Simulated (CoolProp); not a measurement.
Values from CoolProp's reference Helmholtz-energy equation of state, Lemmon and Jacobsen 2000.

Q: For R143a, give the phase and the density (kg/m³), cv (kJ/(kg K)), fugacity coefficient at 228.8 K and 1.01 bar.

A: 
- 228.8 K and 1.01 bar: gas; density 4.68, cv 0.717, fugacity coefficient 0.955
